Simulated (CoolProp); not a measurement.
A simple Rankine cycle with 1,2-dichloroethane: condensing at 296.15 K, boiler at 0.194 MPa, turbine inlet 383.9 K, turbine efficiency 0.7, pump efficiency 0.7, no recuperator. Each further row changes one setting.

Computed with CoolProp (reference Helmholtz-energy equation of state, Thol 2015).

```
case                             thermal efficiency (%)  net work (kJ/kg)  heat in (kJ/kg)  turbine exit temperature (K)  volume ratio over the turbine
-------------------------------  ----------------------  ----------------  ---------------  ----------------------------  -----------------------------
as stated                                             …                 …              427                         312.9                           17.3
turbine inlet 403.9 K                              13.6              60.8              446                         331.3                           17.3
condensing temperature 288.15 K                    14.7              64.1                …                         304.9                           25.2
boiler pressure 0.136 MPa                          12.1              51.8              429                             …                           12.3
turbine efficiency 0.6                             11.5              49.3              427                             …                              …
```

Q: Some entries are withheld; supply them.

A: 
- as stated, thermal efficiency (%): 13.5
- as stated, net work (kJ/kg): 57.5
- condensing temperature 288.15 K, heat in (kJ/kg): 437
- boiler pressure 0.136 MPa, turbine exit temperature (K): 321.3
- turbine efficiency 0.6, turbine exit temperature (K): 322.6
- turbine efficiency 0.6, volume ratio over the turbine: 17.8
